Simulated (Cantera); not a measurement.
**Adiabatic ignition**

An adiabatic, constant-volume homogeneous reactor starts with CH4 : O2 : N2 = 1 : 2.78 : 10.4 (molar parts), equivalence ratio 0.72, at 1125 K and 290000 Pa.

Model: GRI-Mech 3.0 (53 species, 325 reactions), integrated in Cantera.

```tsv
t (s)	T (K)	P (bar)	x CH4	x O2	x CH3	x H	x CH2O
7.00e-6	1125	2.90	0.0705	0.196	2.86e-9	<1e-12	1.83e-11
2.00e-5	1125	2.90	0.0705	0.196	8.24e-9	1.22e-12	1.52e-10
5.73e-5	1125	2.90	0.0705	0.196	2.41e-8	2.80e-12	1.28e-9
0.000164	1125	2.90	0.0705	0.196	7.44e-8	8.48e-12	1.11e-8
0.000468	1125	2.90	0.0705	0.196	2.68e-7	3.66e-11	1.11e-7
0.00134	1125	2.90	0.0705	0.196	1.22e-6	2.28e-10	1.45e-6
0.00383	1125	2.90	0.0705	0.196	2.67e-6	6.36e-10	1.40e-5
0.0110	1126	2.90	0.0704	0.196	3.87e-6	1.69e-9	7.20e-5
0.0313	1136	2.93	0.0690	0.195	1.16e-5	2.42e-8	0.000598
0.0897	2691	7.02	<1e-12	0.0492	<1e-12	0.00117	8.51e-11
0.256	2691	7.02	<1e-12	0.0492	<1e-12	0.00117	8.51e-11
0.733	2691	7.02	<1e-12	0.0492	<1e-12	0.00117	8.51e-11
2.10	2691	7.02	<1e-12	0.0492	<1e-12	0.00117	8.51e-11
6.00	2691	7.02	<1e-12	0.0492	<1e-12	0.00117	8.51e-11
```
x: mole fraction; the columns are a selection and need not sum to one.

time of steepest temperature rise: 40.0 ms
temperature at 6.00 s: 2691 K
equilibrium temperature: 2691 K
x(CH4) at 6.00 s: <1e-12 (gas-phase equilibrium <1e-12)
x(O2) at 6.00 s: 0.0492 (gas-phase equilibrium 0.0492)
x(CH3) at 6.00 s: <1e-12 (gas-phase equilibrium <1e-12)
